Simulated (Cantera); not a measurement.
An adiabatic, constant-volume homogeneous reactor starts with CH4 : O2 : N2 = 1 : 1.33 : 8 (molar parts), equivalence ratio 1.5, at 1125 K and 900 Torr.

Cantera simulation using GRI-Mech 3.0 (53 species, 325 reactions); the numbers are that mechanism's predictions, not measurements.

Q: Predict: time of steepest temperature rise; temperature at 0.500 s; equilibrium temperature; x(O2) at 0.500 s; x(CO2) at 0.500 s; x(HCO) at 0.500 s; x(N2O) at 0.500 s; x(H) at 0.500 s.

A: time of steepest temperature rise: 0.220 s
temperature at 0.500 s: 2476 K
equilibrium temperature: 2476 K
x(O2) at 0.500 s: 5.15e-5 (gas-phase equilibrium 5.15e-5)
x(CO2) at 0.500 s: 0.0244 (gas-phase equilibrium 0.0244)
x(HCO) at 0.500 s: 8.74e-8 (gas-phase equilibrium 8.74e-8)
x(N2O) at 0.500 s: 2.97e-8 (gas-phase equilibrium 2.97e-8)
x(H) at 0.500 s: 0.00318 (gas-phase equilibrium 0.00318)
